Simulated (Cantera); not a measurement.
**Low-pressure radical oxidation in H2/O2**

An isothermal, constant-pressure homogeneous reactor starts with 18.0 % H2, 82.0 % O2, at 925 K and 0.0267 bar.

Computed with Cantera and GRI-Mech 3.0 (53 species, 325 reactions). Radical loss at walls, strong at low pressure, is not modelled. Below about 950 K walls govern HO2 and H2O2 in real vessels. The temperature is held fixed by assumption; the heat of reaction is taken as removed at once.

| t (s) | x H2 | x O2 | x H2O | x HO2 | x H2O2 |
|---|---|---|---|---|---|
| 2.00e-5 | 0.180 | 0.820 | <1e-12 | 6.26e-12 | <1e-12 |
| 0.000107 | 0.180 | 0.820 | 1.13e-11 | 3.41e-11 | <1e-12 |
| 0.000569 | 0.180 | 0.820 | 1.61e-9 | 2.57e-10 | <1e-12 |
| 0.00304 | 0.161 | 0.811 | 0.0144 | 1.66e-5 | 1.76e-7 |
| 0.0162 | 0.00101 | 0.801 | 0.197 | 1.41e-5 | 8.13e-7 |
| 0.0864 | 9.33e-5 | 0.802 | 0.198 | 2.32e-6 | 2.70e-7 |
| 0.461 | 3.70e-6 | 0.802 | 0.198 | 1.70e-7 | 6.25e-8 |
| 2.46 | 5.10e-8 | 0.802 | 0.198 | 1.22e-8 | 1.26e-8 |
| 13.1 | 1.78e-9 | 0.802 | 0.198 | 1.69e-9 | 2.75e-9 |
| 70.0 | 2.57e-10 | 0.802 | 0.198 | 3.60e-10 | 5.98e-10 |
x: mole fraction; the columns are a selection and need not sum to one.

Equilibrium at this temperature and pressure: H2 1.07e-11, O2 0.802, H2O 0.198, HO2 3.96e-10, H2O2 2.89e-11 (gas phase only).
